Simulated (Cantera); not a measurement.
Feed: 1 mol MgCO3, 2.3 mol SO3, 0.046 mol CO2, 1.5 mol SO2, held at 1730 Torr.

Equilibrium computed with Cantera from the NASA thermochemical tables; the gas is ideal and each condensed phase is pure. Candidate condensed phases: C, Mg, MgCO3, MgO, MgS, MgSO4, S; 26 gas species. Mutual solubility and eutectic melting of coexisting phases are not modelled. Rates play no part.

x: gas mole fraction; n: condensed amount in mol.

| T (K) | x SO2 | x CO2 | x O2 | x SO3 | x CO | x O | x SO | n MgO(s) | n MgSO4(s) |
|---|---|---|---|---|---|---|---|---|---|
| 1398 | 0.613 | 0.194 | 0.168 | 0.0249 | 2.95e-7 | ___ | 5.93e-8 | 0.648 | 0.352 |
| 1448 | 0.620 | 0.176 | 0.184 | 0.0198 | 5.91e-7 | ___ | 1.40e-7 | 1.00 | 0 |
| 1498 | 0.623 | 0.176 | 0.186 | 0.0154 | 1.28e-6 | ___ | 3.24e-7 | 1.00 | 0 |
| 1548 | 0.625 | 0.176 | 0.187 | 0.0121 | 2.63e-6 | ___ | 7.10e-7 | 1.00 | 0 |
| 1598 | 0.627 | 0.175 | 0.188 | 0.00964 | 5.18e-6 | ___ | 1.48e-6 | 1.00 | 0 |
| 1648 | 0.628 | 0.175 | 0.189 | 0.00779 | 9.78e-6 | ___ | 2.94e-6 | 1.00 | 0 |
| 1698 | 0.629 | 0.175 | 0.189 | 0.00638 | 1.78e-5 | ___ | 5.63e-6 | 1.00 | 0 |

Q: Fill in the missing entries.

A: 
- 1398, x O: 2.48e-7
- 1448, x O: 5.51e-7
- 1498, x O: 1.12e-6
- 1548, x O: 2.17e-6
- 1598, x O: 4.05e-6
- 1648, x O: 7.25e-6
- 1698, x O: 1.26e-5
